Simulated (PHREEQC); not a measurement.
**Metal-bearing waste water: an equilibrium model**

Dissolve 26 mmol/kgw FeSO4, 99 mmol/kgw HCl and 4.3 mmol/kgw NaCl at 25 °C. Closed to the air; pH follows from the charge balance.

Model: ion-association model, phreeqc.dat, run in PHREEQC.

```
Item                         Result
--------------------  -------------
pH                             1.18
ionic strength        0.158 mol/kgw
specific conductance    32100 µS/cm
density                 1.003 g/cm³
total alkalinity       -99.0 meq/kg
```

```tsv
species	molality	activity	log γ
Cl-	0.102	0.0750	-0.135
H+	0.0815	0.0657	-0.093
Fe+2	0.0211	0.00742	-0.454
HSO4-	0.0161	0.0122	-0.121
SO4-2	0.00599	0.00191	-0.496
Na+	0.00426	0.00324	-0.119
FeSO4	0.00243	0.00252	0.016
FeHSO4+	0.00144	0.00109	-0.121
FeCl+	0.00102	0.000768	-0.121
NaSO4-	4.07e-5	3.10e-5	-0.119
```

Precipitation was switched off in this run.
